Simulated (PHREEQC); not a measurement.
Make-up at 25 °C: 7.4 mmol/kgw LiCl, 100 mmol/kgw Na2SO4 and 4.9 mmol/kgw NaCl. Closed to the air; pH follows from the charge balance.

All values are PHREEQC results (Pitzer model, pitzer.dat), not measurements.

Each row changes one thing in this solution. Precipitation was switched off in this run.

```
case                               HSO4- (mol/kgw)  SI of Mirabilite (Na2SO4:10H2O)  SI of Thenardite (Na2SO4)
---------------------------------  ---------------  -------------------------------  -------------------------
as made                                    1.63e-7                            -2.22                      -3.14
LiCl from 0.0074 to 0.037 mol/kgw          1.61e-7                            -2.24                      -3.16
NaCl left out                                    ?                            -2.23                      -3.15
Na2SO4 from 0.1 to 0.09 mol/kgw                  ?                            -2.31                      -3.24
diluted 2-fold with water                        ?                            -2.89                      -3.82
```

Task: Complete the blanks.

Result: 
- NaCl left out, HSO4- (mol/kgw): 1.64e-7
- Na2SO4 from 0.1 to 0.09 mol/kgw, HSO4- (mol/kgw): 1.56e-7
- diluted 2-fold with water, HSO4- (mol/kgw): 1.19e-7
